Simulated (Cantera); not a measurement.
Ignition delay

Mixture: 23.8 % CO, 11.2 % H2, 15.9 % O2, 49.2 % N2, equivalence ratio 1.1, at 3750 Torr, adiabatic and at constant pressure. Ignition delay is the time to a rise of 400 K.

Cantera simulation using GRI-Mech 3.0 (53 species, 325 reactions); the numbers are that mechanism's predictions, not measurements. The hydrogen kinetics of GRI-Mech 3.0 are dated; newer H2 mechanisms differ, most at raised pressure. Where the delays flatten at high temperature, the 400 K rule measures the pace of heat release, not the induction time.

```json
[
 {"T0 (K)": "1325", "delay (ms)": "0.00751"},
 {"T0 (K)": "1400", "delay (ms)": "0.00545"},
 {"T0 (K)": "1475", "delay (ms)": "0.00427"},
 {"T0 (K)": "1550", "delay (ms)": "0.00355"},
 {"T0 (K)": "1625", "delay (ms)": "0.00308"}
]
```
